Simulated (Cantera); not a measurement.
An isothermal, constant-pressure homogeneous reactor starts with NO : N₂ = 1 : 10 (molar parts), at 2075 K and 2670 Pa. Integrator tolerance rtol = 1e-08.

Model: GRI-Mech 3.0 (53 species, 325 reactions), integrated in Cantera. Radical loss at walls, strong at low pressure, is not modelled.

Question: What does this change do: NO 1 to 9.4 parts?

Answer: 
```csv
quantity,before,after
x(NO) at 10.0 s,0.0352 (gas-phase equilibrium 0.00463),0.0376 (gas-phase equilibrium 0.00970)
x(N₂O) at 10.0 s,4.81e-7 (gas-phase equilibrium 4.65e-8),4.06e-7 (gas-phase equilibrium 8.65e-8)
x(N₂) at 10.0 s,0.936 (gas-phase equilibrium 0.952),0.738 (gas-phase equilibrium 0.752)
x(O) at 10.0 s,0.00120 (gas-phase equilibrium 0.00148),0.00339 (gas-phase equilibrium 0.00348)
x(O₂) at 10.0 s,0.0272 (gas-phase equilibrium 0.0424),0.221 (gas-phase equilibrium 0.235)
x(NO₂) at 10.0 s,3.16e-6 (gas-phase equilibrium 5.18e-7),9.60e-6 (gas-phase equilibrium 2.56e-6)
```

Question: What does this change do: temperature 2075 to 1448 K?

Answer: 
| quantity | before | after |
|---|---|---|
| x(NO) at 10.0 s | 0.0352 (gas-phase equilibrium 0.00463) | 0.0909 (gas-phase equilibrium 0.000482) |
| x(N₂O) at 10.0 s | 4.81e-7 (gas-phase equilibrium 4.65e-8) | 2.47e-6 (gas-phase equilibrium 5.41e-9) |
| x(N₂) at 10.0 s | 0.936 (gas-phase equilibrium 0.952) | 0.909 (gas-phase equilibrium 0.954) |
| x(O) at 10.0 s | 0.00120 (gas-phase equilibrium 0.00148) | 2.83e-7 (gas-phase equilibrium 2.56e-6) |
| x(O₂) at 10.0 s | 0.0272 (gas-phase equilibrium 0.0424) | 7.05e-6 (gas-phase equilibrium 0.0452) |
| x(NO₂) at 10.0 s | 3.16e-6 (gas-phase equilibrium 5.18e-7) | 3.76e-6 (gas-phase equilibrium 2.30e-7) |

Question: What does this change do: pressure from 2670 Pa to 6700 Pa?

Answer: 
```
quantity                                           before                                      after
----------------  ---------------------------------------  -----------------------------------------
x(NO) at 10.0 s    0.0352 (gas-phase equilibrium 0.00463)     0.0160 (gas-phase equilibrium 0.00465)
x(N₂O) at 10.0 s  4.81e-7 (gas-phase equilibrium 4.65e-8)    1.61e-7 (gas-phase equilibrium 7.39e-8)
x(N₂) at 10.0 s       0.936 (gas-phase equilibrium 0.952)        0.946 (gas-phase equilibrium 0.952)
x(O) at 10.0 s    0.00120 (gas-phase equilibrium 0.00148)  0.000875 (gas-phase equilibrium 0.000935)
x(O₂) at 10.0 s     0.0272 (gas-phase equilibrium 0.0424)      0.0370 (gas-phase equilibrium 0.0426)
x(NO₂) at 10.0 s  3.16e-6 (gas-phase equilibrium 5.18e-7)    2.65e-6 (gas-phase equilibrium 8.27e-7)
```
